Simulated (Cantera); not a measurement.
A Cantera script and its output.

```python
import numpy as np
import cantera as ct

gas = ct.Solution("gri30.yaml")
gas.TPX = 425, 500000, {'CH4': 1, 'C2H6': 1.2, 'C3H8': 0.08, 'O2': 6, 'N2': 16.8, 'H2O': 3.4}
flame = ct.FreeFlame(gas, width=0.013)
flame.set_refine_criteria(ratio=3, slope=0.08, curve=0.16)
flame.transport_model = "mixture-averaged"
flame.solve(loglevel=0, auto=True)
flame.transport_model = "multicomponent"
flame.soret_enabled = False
flame.solve(loglevel=0, refine_grid=True)
z, T = flame.grid, flame.T
thick = (T[-1] - T[0]) / np.gradient(T, z).max()
show = ['CH4', 'C2H6', 'C3H8', 'CH2', 'C2H2', 'C2H4']
print(f"laminar burning velocity  {flame.velocity[0] * 100:.3f} cm/s")
print(f"burnt temperature         {T[-1]:.1f} K")
print(f"thermal thickness         {thick * 1e3:.4f} mm")
print(f"grid points               {len(z)}")
z0 = z[flame.heat_release_rate.argmax()]
print(f"{'z/mm':>9s}{'T/K':>9s}{'u/(m/s)':>9s}" + "".join(f"{s:>11s}" for s in show))
rows = []
for k in (-3, -2, -1.5, -1, -0.5, -0.25, 0, 0.25, 0.5, 1, 2, 4, 8):
    zz = z0 + k * thick
    rows.append([k * thick, np.interp(zz, z, T), np.interp(zz, z, flame.velocity),
                 *(np.interp(zz, z, flame.X[gas.species_index(s)]) for s in show)])
    print(f"{rows[-1][0] * 1e3:9.3f}{rows[-1][1]:9.1f}{rows[-1][2]:9.3f}" + "".join(f"{x:11.3e}" for x in rows[-1][3:]))
```

Result:

```
laminar burning velocity  53.771 cm/s
burnt temperature         2385.3 K
thermal thickness         0.0960 mm
grid points               143
     z/mm      T/K  u/(m/s)        CH4       C2H6       C3H8        CH2       C2H2       C2H4
   -0.288    425.4    0.539  3.506e-02  4.209e-02  2.806e-03  9.924e-19  4.959e-08  3.748e-07
   -0.192    428.1    0.543  3.494e-02  4.199e-02  2.800e-03  2.538e-18  5.608e-07  4.377e-06
   -0.144    438.7    0.559  3.467e-02  4.182e-02  2.792e-03  4.810e-18  3.343e-06  2.700e-05
   -0.096    519.4    0.667  3.317e-02  4.075e-02  2.755e-03  1.816e-15  3.684e-05  3.134e-04
   -0.048    999.6    1.317  2.478e-02  2.857e-02  2.145e-03  6.729e-09  4.352e-04  3.698e-03
   -0.024   1459.2    1.962  1.577e-02  1.107e-02  8.752e-04  2.693e-06  1.090e-03  6.355e-03
    0.000   1884.7    2.567  4.906e-03  4.590e-04  1.603e-05  5.449e-05  1.650e-03  2.184e-03
    0.024   2083.0    2.829  4.370e-04  8.215e-07  2.314e-09  2.712e-05  3.295e-04  6.533e-05
    0.048   2158.0    2.913  2.067e-05  1.086e-09  8.857e-14  2.117e-06  1.728e-05  5.970e-07
    0.096   2234.0    2.996  8.681e-08  3.307e-14  3.625e-16  1.071e-08  7.525e-08  1.717e-10
    0.192   2302.3    3.075  1.636e-11  3.883e-16  2.945e-16  2.161e-12  1.998e-11  8.349e-15
    0.384   2349.7    3.130  2.101e-14 -3.056e-16 -2.601e-16  3.464e-15 -3.348e-14 -5.324e-15
    0.768   2374.7    3.158  4.176e-14 -2.407e-19 -2.476e-19  4.827e-15  1.539e-16 -3.434e-18
```

Detailed kinetics in Cantera: GRI-Mech 3.0 (53 species, 325 reactions). Burning velocities carry a grid error of a few per cent, more on coarse grids.
